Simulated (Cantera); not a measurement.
Input (Python, Cantera) and output of one run.

```python
import numpy as np
import cantera as ct

gas_names = [...]  # 148 gases of nasa_gas.yaml made of Al, C, H, N, O
cond_names = """
    AL(cr) AL(L) ALN(s) AL2O3(a) AL2O3(L) C(gr) C6H6(L) C7H8(L) C8H18(L),n-octa H2O(s) H2O(L)
""".split()


# ... load() reads the species with a 1 bar reference pressure and builds the phases ...
atoms = {
    'Al(CH3)3': {'AL': 1, 'C': 3, 'H': 9},
    'N2O': {'N': 2, 'O': 1},
    'H2': {'H': 2},
}
top_T = {'ALN(s)': 2750, 'C(gr)': 4500}  # K; cautious upper limits of use, not melting points


# ... equilibrate(T, P, feed) seeds the gas with the atoms and calls Mixture.equilibrate('TP', solver="vcs", rtol=1e-11, max_steps=5000) ...
results = []
feed = {'Al(CH3)3': 1, 'N2O': 18, 'H2': 9.5}  # mol
P = 1000  # Pa
for T in [600, 800, 1000, 1200, 1400, 1600, 1800, 2000, 2200]:
    mix = equilibrate(T, P, feed)
    results.append((T, P, feed, dict(zip(mix.species_names, mix.species_moles))))
    x = sorted(zip(gas.X, gas.species_names), reverse=True)
    print(f"T = {T:g} K  P = {P:g} Pa  gas = {mix.phase_moles(0):.4g} mol")
    print("   x: " + "  ".join(f"{s} {v:.3e}" for v, s in x if v > 1e-05))
    print("   condensed (mol): " + ("  ".join(f"{mix.phase(i).name} {mix.phase_moles(i):.4g}"
          for i in range(1, mix.n_phases) if mix.phase_moles(i) > 1e-12) or "none"))
```

Result:

```
T = 600 K  P = 1000 Pa  gas = 34.96 mol
   x: N2 5.149e-01  H2O 3.024e-01  H2 9.693e-02  CO2 8.430e-02  CO 9.557e-04  CH4 5.535e-04
   condensed (mol): AL2O3(a) 0.5
T = 800 K  P = 1000 Pa  gas = 35 mol
   x: N2 5.143e-01  H2O 3.058e-01  H2 9.417e-02  CO2 7.989e-02  CO 5.829e-03
   condensed (mol): AL2O3(a) 0.5
T = 1000 K  P = 1000 Pa  gas = 35 mol
   x: N2 5.143e-01  H2O 3.138e-01  H2 8.623e-02  CO2 7.194e-02  CO 1.377e-02
   condensed (mol): AL2O3(a) 0.5
T = 1200 K  P = 1000 Pa  gas = 35 mol
   x: N2 5.143e-01  H2O 3.215e-01  H2 7.848e-02  CO2 6.420e-02  CO 2.152e-02
   condensed (mol): AL2O3(a) 0.5
T = 1400 K  P = 1000 Pa  gas = 35 mol
   x: N2 5.143e-01  H2O 3.277e-01  H2 7.225e-02  CO2 5.797e-02  CO 2.774e-02  H 1.307e-05
   condensed (mol): AL2O3(a) 0.5
T = 1600 K  P = 1000 Pa  gas = 35 mol
   x: N2 5.142e-01  H2O 3.324e-01  H2 6.747e-02  CO2 5.324e-02  CO 3.247e-02  H 1.412e-04  OH 2.725e-05
   condensed (mol): AL2O3(a) 0.5
T = 1800 K  P = 1000 Pa  gas = 35.02 mol
   x: N2 5.140e-01  H2O 3.355e-01  H2 6.368e-02  CO2 4.965e-02  CO 3.601e-02  H 9.035e-04  OH 3.143e-04  NO 2.078e-05
   condensed (mol): AL2O3(a) 0.5
T = 2000 K  P = 1000 Pa  gas = 35.13 mol
   x: N2 5.123e-01  H2O 3.347e-01  H2 6.077e-02  CO2 4.661e-02  CO 3.879e-02  H 4.009e-03  OH 2.205e-03  O2 2.525e-04  NO 2.141e-04  O 1.063e-04
   condensed (mol): AL2O3(a) 0.5
T = 2200 K  P = 1000 Pa  gas = 35.63 mol
   x: N2 5.046e-01  H2O 3.182e-01  H2 6.275e-02  CO 4.296e-02  CO2 4.124e-02  H 1.411e-02  OH 9.982e-03  O2 3.346e-03  O 1.564e-03  NO 1.275e-03  ALO2H 2.183e-05
   condensed (mol): AL2O3(a) 0.4996
```

These are equilibrium values from Cantera (NASA tables, ideal gas, pure condensed phases), not measurements of a reactor. The feed counts by its element totals alone.
